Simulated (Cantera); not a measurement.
## Si + Br2 + N2 (silicon etching in halogen gases)

A closed system holds: 1 mol Si, 7.4 mol Br2, a varied amount of N2, equilibrated at 848.15 K and 230 Pa.

Method: chemical equilibrium by Gibbs-energy minimisation in Cantera with the NASA 1993 tables (ideal gas, pure condensed phases). Candidate condensed phases: Br2, Si, Si3N4; 13 gas species. Equilibrium is a limit: real reactors are often held back by kinetics, nucleation or transport.

| n(N2) (mol) | x N2 | x Br2 | x SiBr4 | x Br | x SiBr3 |
|---|---|---|---|---|---|
| 6.5 | 0.502 | 0.412 | 0.0772 | 0.00933 | 1.40e-9 |
| 7.9 | 0.550 | 0.372 | 0.0696 | 0.00886 | 1.33e-9 |
| 9.6 | 0.597 | 0.332 | 0.0622 | 0.00838 | 1.26e-9 |
| 12 | 0.650 | 0.288 | 0.0541 | 0.00781 | 1.18e-9 |
| 14 | 0.684 | 0.260 | 0.0488 | 0.00742 | 1.12e-9 |
| 17 | 0.724 | 0.227 | 0.0426 | 0.00692 | 1.05e-9 |
| 21 | 0.764 | 0.193 | 0.0364 | 0.00639 | 9.67e-10 |
| 25 | 0.794 | 0.168 | 0.0318 | 0.00597 | 9.04e-10 |
| 30 | 0.822 | 0.145 | 0.0274 | 0.00554 | 8.40e-10 |
| 36 | 0.847 | 0.124 | 0.0235 | 0.00513 | 7.79e-10 |
| 44 | 0.871 | 0.105 | 0.0198 | 0.00470 | 7.15e-10 |
| 53 | 0.890 | 0.0885 | 0.0168 | 0.00433 | 6.59e-10 |
| 65 | 0.909 | 0.0735 | 0.0140 | 0.00394 | 6.02e-10 |
x: gas mole fraction; nothing condenses.

From 6.5 mol N2 to 65 mol N2 nothing is condensed. The main Si-bearing gas is SiBr4 throughout.
